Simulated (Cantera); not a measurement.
Gas mixture: 68.2 % CO, 31.8 % CH₄, at 0.0120 bar, frozen composition.

Cantera's kinetic-theory transport with the Lennard-Jones parameters of GRI-Mech 3.0, ideal gas; thermal conductivity in the multicomponent form. The composition is frozen, though it would react at the higher temperatures.

D: mixture-averaged diffusion coefficient of that species in the mixture.

| T (K) | ρ (kg/m³) | cp (J/kg/K) | μ (µPa s) | λ (mW/m/K) | Pr | D (cm²/s) CH₄ | D (cm²/s) CO₂ | D (cm²/s) H |
|---|---|---|---|---|---|---|---|---|
| 400 | 0.00873 | 1360 | 19.8 | 37.6 | 0.717 | ? | 23.0 | 166 |
| 650 | 0.00537 | 1599 | 27.9 | 62.6 | 0.712 | ? | 54.2 | 385 |
| 900 | 0.00388 | 1823 | 34.6 | 89.0 | 0.709 | ? | 94.7 | 667 |
| 1150 | 0.00304 | 2001 | 40.7 | 115 | 0.707 | ? | 143 | 1010 |
| 1400 | 0.00250 | 2135 | 46.2 | 140 | 0.706 | ? | 199 | 1400 |
| 1650 | 0.00212 | 2237 | 51.4 | 163 | 0.705 | ? | 262 | 1840 |

Q: Some entries are withheld; supply them.

A: 
- 400, D (cm²/s) CH₄: 31.3
- 650, D (cm²/s) CH₄: 72.1
- 900, D (cm²/s) CH₄: 125
- 1150, D (cm²/s) CH₄: 188
- 1400, D (cm²/s) CH₄: 261
- 1650, D (cm²/s) CH₄: 343
